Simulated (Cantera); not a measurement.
A closed system holds: 1 mol Ti, 15 mol CO₂, 1.9 mol H₂, equilibrated at 42.0 mbar.

These are equilibrium values from Cantera (NASA tables, ideal gas, pure condensed phases), not measurements of a reactor. Candidate condensed phases: C, C₆H₆, C₇H₈, C₈H₁₈, H₂O, Ti, TiC, TiO, TiO₂, Ti₂O₃, Ti₃O₅, Ti₄O₇; 113 gas species. The numbers say what is thermodynamically allowed, not how fast it happens. All values below are at 850 °C.

Base state: CO₂ 0.681, CO 0.206, H₂O 0.0880, H₂ 0.0244 (mole fractions); condensed: TiO₂(rutile).

### Question
What changes in the equilibrium state with this change: H₂ from 1.9 to 9 mol?

### Answer
| species | before | after |
|---|---|---|
| CO₂ | 0.681 | 0.333 |
| CO | 0.206 | 0.292 |
| H₂O | 0.0880 | 0.208 |
| H₂ | 0.0244 | 0.167 |
| TiO₂(rutile), mol | 1.00 | 1.00 |
